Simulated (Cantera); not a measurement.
An adiabatic, constant-pressure homogeneous reactor starts with CH₄ : CO : O₂ : N₂ = 1 : 0.34 : 0.986 : 5.23 (molar parts), equivalence ratio 2.2, at 1525 K and 100000 Pa.

Computed with Cantera and GRI-Mech 3.0 (53 species, 325 reactions).

x: mole fraction; the columns are a selection and need not sum to one.

| t (s) | T (K) | x CH₄ | x CO | x O₂ | x CO₂ | x HCN | x C₂H | x C₂H₄ |
|---|---|---|---|---|---|---|---|---|
| 4.00e-6 | 1525 | 0.132 | 0.0450 | 0.130 | 8.68e-8 | <1e-12 | <1e-12 | 2.91e-12 |
| 1.00e-5 | 1525 | 0.132 | 0.0450 | 0.130 | 2.78e-7 | <1e-12 | <1e-12 | 7.91e-11 |
| 2.52e-5 | 1525 | 0.132 | 0.0450 | 0.130 | 9.97e-7 | <1e-12 | <1e-12 | 1.84e-9 |
| 6.33e-5 | 1525 | 0.132 | 0.0450 | 0.130 | 3.63e-6 | <1e-12 | <1e-12 | 4.35e-8 |
| 0.000159 | 1525 | 0.132 | 0.0450 | 0.130 | 1.19e-5 | <1e-12 | <1e-12 | 1.04e-6 |
| 0.000399 | 1526 | 0.132 | 0.0450 | 0.130 | 4.35e-5 | <1e-12 | <1e-12 | 1.99e-5 |
| 0.00100 | 1538 | 0.128 | 0.0454 | 0.128 | (withheld) | <1e-12 | 2.17e-12 | (withheld) |
| 0.00252 | 2352 | (withheld) | 0.137 | (withheld) | 0.0175 | (withheld) | (withheld) | (withheld) |
| 0.00632 | 2341 | 5.85e-11 | 0.139 | 3.30e-6 | 0.0171 | 2.84e-6 | <1e-12 | <1e-12 |
| 0.0159 | 2341 | 2.45e-11 | 0.139 | 3.47e-6 | 0.0171 | 2.90e-7 | <1e-12 | <1e-12 |
| 0.0398 | 2342 | 2.33e-11 | 0.139 | 3.49e-6 | 0.0171 | 1.73e-7 | <1e-12 | <1e-12 |
| 0.100 | 2342 | 2.30e-11 | 0.139 | 3.50e-6 | 0.0171 | 1.24e-7 | <1e-12 | <1e-12 |

Q: Some entries are withheld; supply them.

A: 
- 0.00100, x CO₂: 0.000268
- 0.00100, x C₂H₄: 0.000286
- 0.00252, x CH₄: 0.000236
- 0.00252, x O₂: 2.05e-6
- 0.00252, x HCN: 0.000150
- 0.00252, x C₂H: 9.42e-7
- 0.00252, x C₂H₄: 4.96e-7
